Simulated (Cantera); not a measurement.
Feed: 1 mol SiCl4, 0.48 mol N2, 2.1 mol H2, at 1.13 Torr.

Equilibrium computed with Cantera from the NASA thermochemical tables; the gas is ideal and each condensed phase is pure. Candidate condensed phases: NH4Cl, Si, Si3N4; 28 gas species. The tables' values for SiCl3, SiCl are old estimates; treat these amounts as uncertain. Kinetics and transport are ignored.

**Question.** At 1552 °C, list the 4 most abundant gas species with their mole fractions, and the condensed phases.

**Answer.** HCl 0.425, H2 0.241, SiCl2 0.213, N2 0.104. Condensed: gas only.
